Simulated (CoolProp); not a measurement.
A closed Brayton cycle with nitrogen: compressor inlet 333.15 K and 2 MPa, high pressure 6.85 MPa, turbine inlet 765 K, compressor efficiency 0.89, turbine efficiency 0.9, recuperator effectiveness 0.95 (on enthalpy, no pinch check). Each further row changes one setting.

Values from CoolProp's reference Helmholtz-energy equation of state, Span 2000.

```json
[
 {"case": "as stated", "thermal efficiency (%)": "22.9", "net work (kJ/kg)": "51.1", "compressor to turbine work": "0.76", "compressor exit (K)": "491.4", "turbine exit (K)": "568.3"},
 {"case": "turbine inlet 715 K", "thermal efficiency (%)": "17.7", "net work (kJ/kg)": "36.6", "compressor to turbine work": "0.82", "compressor exit (K)": "491.4", "turbine exit (K)": "529.6"},
 {"case": "compressor inlet 343.15 K", "thermal efficiency (%)": "20.7", "net work (kJ/kg)": "46.0", "compressor to turbine work": "0.79", "compressor exit (K)": "505.9", "turbine exit (K)": "568.3"},
 {"case": "high pressure 5.82 MPa", "thermal efficiency (%)": "25.8", "net work (kJ/kg)": "51.9", "compressor to turbine work": "0.73", "compressor exit (K)": "467.2", "turbine exit (K)": "591.2"},
 {"case": "recuperator effectiveness 0.5", "thermal efficiency (%)": "19.6", "net work (kJ/kg)": "51.1", "compressor to turbine work": "0.76", "compressor exit (K)": "491.4", "turbine exit (K)": "568.3"}
]
```
